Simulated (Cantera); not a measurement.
A closed system holds: 1 mol FeS2, 0.87 mol H2, 0.51 mol H2O, equilibrated at 1023 K and 10000 Pa.

Method: chemical equilibrium by Gibbs-energy minimisation in Cantera with the NASA 1993 tables (ideal gas, pure condensed phases). Candidate condensed phases: Fe, FeO, Fe(OH)2, Fe(OH)3, FeS, FeSO4, FeS2, Fe2O3, Fe2(SO4)3, Fe3O4, H2O, H2SO4, S; 22 gas species. FeS: taken at fixed stoichiometry. Gases not in the tables: S3 to S7. The numbers say what is thermodynamically allowed, not how fast it happens.

Base state: H2S 0.527, H2O 0.342, S2 0.0721, H2 0.0583, SO2 0.000379, S2O 8.78e-5, SH 6.50e-5 (mole fractions); condensed: FeS(s).

**Question.** What changes in the equilibrium state with this change: temperature from 1023 K to 748 K?

**Answer.** 
| species | before | after |
|---|---|---|
| H2S | 0.527 | 0.580 |
| H2O | 0.342 | 0.370 |
| H2 | 0.0583 | 0.0507 |
| S2 | 0.0721 | 5.09e-5 |
| S2O | 8.78e-5 | 5.27e-9 |
| SO2 | 0.000379 | 5.18e-8 |
| SH | 6.50e-5 | 6.37e-8 |
| FeS(s), mol | 1.00 | 0.800 |
| FeS2(s), mol | 0 | 0.200 |
